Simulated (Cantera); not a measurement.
**Hydrocarbon pyrolysis for carbon deposition**

A perfectly stirred reactor is fed with C2H6 : N2 = 0.18 : 19 (molar parts), at 10.00 Torr; it is held at 1798 K, and followed from long to short residence time.

Detailed kinetics in Cantera: GRI-Mech 3.0 (53 species, 325 reactions). GRI-Mech 3.0 stops at C3 and has no aromatics, soot or wall deposition, so with more carbon than oxygen in the feed, carbon stays in small species such as C2H2 where larger ones or solid carbon would form. Radical loss at walls, strong at low pressure, is not modelled.

```
τ (s)     x C2H6    x C2H     x H2   x C2H2     x CH3    x C2H4
------  --------  -------  -------  -------  --------  --------
1.8      1.97e-6  1.71e-6   0.0176  0.00864  0.000141   1.44e-5
0.96     3.64e-6  1.81e-6   0.0174  0.00864  0.000194   2.59e-5
0.52     6.61e-6  1.93e-6   0.0171  0.00859  0.000265   4.55e-5
0.28     1.20e-5  2.07e-6   0.0168  0.00848  0.000362   7.91e-5
0.15     2.19e-5  2.23e-6   0.0164  0.00831  0.000495  0.000136
0.084    3.81e-5  2.41e-6   0.0158  0.00808  0.000663  0.000222
0.046    6.73e-5  2.60e-6   0.0152  0.00773  0.000899  0.000362
0.025   0.000119  2.80e-6   0.0143  0.00724   0.00122  0.000580
0.014   0.000205  2.96e-6   0.0132  0.00659   0.00164  0.000884
0.0075  0.000367  3.04e-6   0.0117  0.00566   0.00223   0.00133
0.0041  0.000640  2.94e-6  0.00998  0.00451   0.00296   0.00186
```
x: mole fraction; the columns are a selection and need not sum to one.
